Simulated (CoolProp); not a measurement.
A single-stage vapour-compression cycle with neopentane: evaporating at 299.15 K (dew point), condensing at 357.15 K (bubble point), superheat 10 K, subcooling 2 K, compressor efficiency 0.6, no pressure losses. Each further row changes one setting.

Model: reference Helmholtz-energy equation of state, Lemmon 2006, in CoolProp. It is a short technical equation, of lower accuracy than the large ones.

| case | cooling COP | pressure ratio | discharge temperature (K) | refrigerating effect (kJ/kg) | volumetric capacity (kJ/m³) |
|---|---|---|---|---|---|
| as stated | 2.16 | 4.54 | 363.2 | 180 | 950 |
| evaporating temperature 304.15 K | 2.49 | 3.89 | 363.1 | 188 | 1150 |
| condensing temperature 352.15 K | 2.49 | 4.07 | 359.2 | 193 | 1020 |
| subcooling 7 K | 2.32 | 4.54 | 363.2 | 193 | 1020 |
| superheat 20 K | 2.26 | 4.54 | 373.2 | 198 | 1010 |
| compressor efficiency 0.5 | 1.80 | 4.54 | 370.7 | 180 | 950 |
